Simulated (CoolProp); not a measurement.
Vapour-liquid equilibrium of R1234yf (1) + isobutane (2) at 13.1 bar; x and y are mole fractions of (1).

The numbers come from the multi-fluid Helmholtz-energy mixture model, Lemmon 2022 and Bücker 2006; pair parameters Bell 2016 in CoolProp.

Problem. Give the bubble temperature and the first vapour's composition at x = 0.25, 0.75, 0.85. Is there an azeotrope?

Solution. x = 0.25: 60.5 °C, y = 0.413; x = 0.75: 50.5 °C, y = 0.777; x = 0.85: 50.0 °C, y = 0.856. y crosses x between x = 0.85 and 0.95: the model has an azeotrope there.

Pair parameters are fitted to limited data, so mixtures are less certain than the pure fluids.
